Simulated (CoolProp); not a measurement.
Computed with CoolProp (reference Helmholtz-energy equation of state, Outcalt 1996). It is a modified Benedict-Webb-Rubin equation, recast in Helmholtz form.

**Question.** Give the vapour pressure (bar), vapour Z, liquid conductivity (mW/(m K)) of saturated R152A at 331.4, 333.6, 335.7 K.

**Answer.** 
| T (K) | p (bar) | vapour Z | liquid conductivity (mW/(m K)) |
|---|---|---|---|
| 331.4 | 14.4 | 0.749 | 86.8 |
| 333.6 | 15.2 | 0.740 | 85.8 |
| 335.7 | 15.9 | 0.731 | 84.9 |

Thermal conductivity comes from a separate model (Krauss 1996).
